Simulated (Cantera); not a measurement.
Cantera run, input and output.

```python
import numpy as np
import cantera as ct

gas = ct.Solution("gri30.yaml", transport_model="multicomponent")
show = ['H2', 'H', 'NH3']

rows = []
print(f"{'T/K':>7s}{'rho':>11s}{'cp':>10s}{'mu':>11s}{'lambda':>11s}{'Pr':>7s}" + "".join(f"{'D_' + s:>11s}" for s in show))
for T in [400, 650, 900, 1150, 1400, 1650, 1900]:
    gas.TPX = T, 1800, {'NH3': 0.096}
    Pr = gas.cp_mass * gas.viscosity / gas.thermal_conductivity
    D = [gas.mix_diff_coeffs_mole[gas.species_index(s)] for s in show]
    rows.append([gas.density, gas.cp_mass, gas.viscosity, gas.thermal_conductivity, Pr, *D])
    print(f"{T:7g}{gas.density:11.4e}{gas.cp_mass:10.1f}{gas.viscosity:11.4e}"
          f"{gas.thermal_conductivity:11.4e}{Pr:7.3f}" + "".join(f"{d:11.4e}" for d in D))
print("SI units: kg/m3, J/kg/K, Pa s, W/m/K, m2/s")
```

It prints:

```
    T/K        rho        cp         mu     lambda     Pr       D_H2        D_H      D_NH3
    400 9.2176e-03    2269.4 1.3919e-05 4.4202e-02  0.715 7.6076e-03 1.1645e-02 0.0000e+00
    650 5.6724e-03    2755.4 2.2597e-05 8.6676e-02  0.718 1.7764e-02 2.8618e-02 0.0000e+00
    900 4.0967e-03    3162.4 3.0628e-05 1.3400e-01  0.723 3.0914e-02 5.1013e-02 0.0000e+00
   1150 3.2061e-03    3518.2 3.7947e-05 1.8383e-01  0.726 4.6697e-02 7.8057e-02 0.0000e+00
   1400 2.6336e-03    3801.7 4.4647e-05 2.3302e-01  0.728 6.4884e-02 1.0927e-01 0.0000e+00
   1650 2.2346e-03    4031.8 5.0833e-05 2.8087e-01  0.730 8.5313e-02 1.4434e-01 0.0000e+00
   1900 1.9406e-03    4216.0 5.6596e-05 3.2668e-01  0.730 1.0786e-01 1.8304e-01 0.0000e+00
SI units: kg/m3, J/kg/K, Pa s, W/m/K, m2/s
```

Computed with Cantera and GRI-Mech 3.0 (53 species, 325 reactions). Polar gases are described roughly by these parameters. The composition is frozen, though it would react at the higher temperatures.
